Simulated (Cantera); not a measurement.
Adiabatic ignition

An adiabatic, constant-volume homogeneous reactor starts with 21.4 % CO, 1.58 % H₂, 1.35 % CH₄, 15.9 % O₂, 59.8 % N₂, at 1350 K and 14.0 bar.

Computed with Cantera and GRI-Mech 3.0 (53 species, 325 reactions). The pressure lies above the range GRI-Mech 3.0 was tuned for (to about 10 atm). Above 3000 K some thermodynamic fits are extrapolated.

```
t (s)     T (K)  P (bar)    x CO     x H₂   x CH₄    x O₂   x C₂H₄
--------  -----  -------  ------  -------  ------  ------  -------
6.00e-6    1350     14.0   0.214   0.0158  0.0134   0.159  5.42e-9
1.57e-5    1407     14.6   0.212   0.0147  0.0115   0.155  3.58e-5
4.09e-5    3069     29.4  0.0669  0.00189  <1e-12  0.0446   <1e-12
0.000107   3052     29.2  0.0667  0.00191  <1e-12  0.0398   <1e-12
0.000278   3048     29.2  0.0667  0.00191  <1e-12  0.0388   <1e-12
0.000727   3048     29.2  0.0667  0.00191  <1e-12  0.0388   <1e-12
0.00190    3048     29.2  0.0667  0.00191  <1e-12  0.0388   <1e-12
0.00495    3048     29.2  0.0667  0.00191  <1e-12  0.0388   <1e-12
0.0129     3048     29.2  0.0667  0.00191  <1e-12  0.0388   <1e-12
0.0337     3048     29.2  0.0667  0.00191  <1e-12  0.0388   <1e-12
0.0881     3048     29.2  0.0667  0.00191  <1e-12  0.0388   <1e-12
0.230      3048     29.2  0.0667  0.00191  <1e-12  0.0388   <1e-12
0.600      3048     29.2  0.0667  0.00191  <1e-12  0.0388   <1e-12
```
x: mole fraction; the columns are a selection and need not sum to one.

| Property | Value |
|---|---|
| time of steepest temperature rise | 21.7 µs |
| temperature at 0.600 s | 3048 K |
| equilibrium temperature | 3048 K |
| x(CO) at 0.600 s | 0.0667 (gas-phase equilibrium 0.0667) |
| x(H₂) at 0.600 s | 0.00191 (gas-phase equilibrium 0.00191) |
| x(CH₄) at 0.600 s | <1e-12 (gas-phase equilibrium <1e-12) |
